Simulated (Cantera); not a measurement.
Input: 1 mol SiF₄, 3.1 mol H₂O, 140 mol N₂, held at 5.93 Torr.

Method: chemical equilibrium by Gibbs-energy minimisation in Cantera with the NASA 1993 tables (ideal gas, pure condensed phases). Candidate condensed phases: H₂O, Si, SiO₂, Si₂N₂O, Si₃N₄; 58 gas species. Equilibrium is a limit: real reactors are often held back by kinetics, nucleation or transport.

**Question.** Which condensed phases are stable at each of these points (T (K)): 800, 825, 850, 875, 900, 925, 950, 975?

**Answer.** 
| T (K) | condensed phases | Si condensed (%) |
|---|---|---|
| 800 | SiO₂(α-quartz) | 77.0 |
| 825 | SiO₂(α-quartz) | 80.8 |
| 850 | SiO₂(β-quartz) | 84.3 |
| 875 | SiO₂(β-quartz) | 87.2 |
| 900 | SiO₂(β-quartz) | 89.8 |
| 925 | SiO₂(β-quartz) | 91.9 |
| 950 | SiO₂(β-quartz) | 93.6 |
| 975 | SiO₂(β-quartz) | 95.0 |

From 800 K to 825 K the condensed part is SiO₂(α-quartz). From 850 K to 975 K the condensed part is SiO₂(β-quartz).
